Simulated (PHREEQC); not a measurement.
Solution (25 °C and 500 atm): 0.12 mol/kgw CaCl2. Closed to the air; pH follows from the charge balance.

Computed with PHREEQC (ion-association model, phreeqc.dat).

Each row changes one thing in this solution. No solid was allowed to form.

```
case                                            pH  ionic strength (mol/kgw)
--------------------------------------------  ----  ------------------------
as made                                       6.81                     0.360
diluted 10-fold with water                    6.88                    0.0360
CaCl2 from 0.12 to 0.024 mol/kgw              6.87                    0.0720
0.037 mol/kgw MgSO4 added                     6.68                     0.425
CaCl2 replaced by FeCl2 at the same molality  5.48                     0.341
0.0064 mol/kgw HCl added                      2.30                     0.366
0.0046 mol/kgw FeSO4 added                    6.19                     0.368
```

Some of these states are supersaturated (in Gypsum, for instance). Under pressure, the constants of complexes without a molar volume in the database are unreliable.
